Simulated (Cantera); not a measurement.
Standard-state values (1 bar) from the NASA 1993 polynomials, evaluated with Cantera. Values are per mole of reaction as written; species without (g) are pure solids or liquids, kept so even where they would boil at 1 bar. The tables' values for SiF2 are old estimates.

a) Cu + F2(g) = CuF2(g)
b) Ba + F2(g) = BaF2
c) Si + F2(g) = SiF2(g)

**Question.** Order these by ΔG° at 1348 K, most negative first.

**Answer.** b (-992 kJ), c (-628 kJ), a (-302 kJ)
